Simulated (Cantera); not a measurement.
A closed system holds: 1 mol Si₂H₆, a varied amount of N₂O, 75 mol N₂, 0.11 mol O₃, at 2025 K and 89000 Pa.

Cantera equilibrium calculation (NASA polynomials, part measured and part estimated; ideal gas, pure solids and liquids). Candidate condensed phases: H₂O, Si, SiO₂, Si₂N₂O, Si₃N₄; 35 gas species. The feed counts by its element totals alone. The tables hold silica as quartz up to 1696 K and as liquid above; real silica turns to tridymite and cristobalite and melts near 1996 K. Gases not in the tables: Si(OH)₄. Kinetics and transport are ignored.

x: gas mole fraction; n: condensed amount in mol.

| n(N₂O) (mol) | x N₂ | x O₂ | x H₂O | x H₂ | n SiO₂(l) |
|---|---|---|---|---|---|
| 5.9 | 0.964 | 1.16e-6 | 0.0265 | [?] | 2.00 |
| 7.6 | 0.959 | 0.00466 | 0.0344 | [?] | 2.00 |
| 9.8 | 0.947 | 0.0161 | 0.0331 | [?] | 2.00 |
| 13 | 0.932 | 0.0316 | 0.0314 | [?] | 2.00 |
| 16 | 0.920 | 0.0449 | 0.0299 | [?] | 2.00 |
| 21 | 0.901 | 0.0647 | 0.0277 | [?] | 2.00 |
| 27 | 0.883 | 0.0851 | 0.0255 | [?] | 2.00 |
| 35 | 0.862 | 0.108 | 0.0231 | [?] | 2.00 |
| 45 | 0.840 | 0.131 | 0.0206 | [?] | 2.00 |

Problem. Complete the blanks.

Solution. 
- 5.9, x H₂: 0.00909
- 7.6, x H₂: 0.000186
- 9.8, x H₂: 9.62e-5
- 13, x H₂: 6.50e-5
- 16, x H₂: 5.20e-5
- 21, x H₂: 4.02e-5
- 27, x H₂: 3.22e-5
- 35, x H₂: 2.59e-5
- 45, x H₂: 2.10e-5
